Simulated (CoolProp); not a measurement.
Properties of sulfur hexafluoride at several states.

Computed with CoolProp (reference Helmholtz-energy equation of state, Guder 2009).

```csv
T (K),p (MPa),phase,cp (kJ/(kg K)),isothermal compressibility (1/MPa),expansivity (1/kK),viscosity (µPa s),Prandtl number
543.5,0.177,gas,0.9061,5.660,1.859,25.5,0.755
316.7,0.0549,gas,…,18.31,3.210,…,0.777
339.7,0.0125,gas,…,80.07,2.953,17.1,0.772
```

Question: Complete the blanks.

Answer: 
- 316.7, cp (kJ/(kg K)): 0.6955
- 316.7, viscosity (µPa s): 16.1
- 339.7, cp (kJ/(kg K)): 0.7266

Viscosity comes from a separate model (Quiñones-Cisneros 2012). Thermal conductivity comes from a separate model (Assael 2012).
